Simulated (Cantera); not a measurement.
A perfectly stirred reactor is fed with 0.564 % CH4, 0.229 % O2, 99.2 % N2, equivalence ratio 4.9, at 1500 Torr; it is held at 1475 K, and followed from long to short residence time.

Computed with Cantera and GRI-Mech 3.0 (53 species, 325 reactions).

One state of this run: x CH4 = 0.00323; x O2 = 0.000789; x CH2CO = 4.56e-6; x CH3 = 2.07e-5; x NO = 4.97e-9. x: mole fraction; the columns are a selection and need not sum to one.

Q: Which value of τ (s) does it belong to?
A) 0.15
B) 0.00092
C) 25
D) 4.5

A: A, 0.15
